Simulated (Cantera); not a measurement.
A freely propagating, adiabatic, planar premixed flame of CH4 : O2 : N2 = 1 : 2.27 : 9.55 (molar parts), equivalence ratio 0.88, unburnt at 650 K and 0.898 atm; multicomponent transport, grid criteria slope 0.08 and curve 0.16, no radiation.

Cantera simulation using GRI-Mech 3.0 (53 species, 325 reactions); the numbers are that mechanism's predictions, not measurements. Burning velocities carry a grid error of a few per cent, more on coarse grids.

Problem. Predict: laminar burning velocity; thermal thickness; peak x(H2); peak x(CH2O); peak x(CH2).

Solution. 
| Quantity | Value |
|---|---|
| laminar burning velocity | 125 cm/s |
| thermal thickness | 0.407 mm |
| peak x(H2) | 0.0161 |
| peak x(CH2O) | 0.000987 |
| peak x(CH2) | 4.10e-5 |
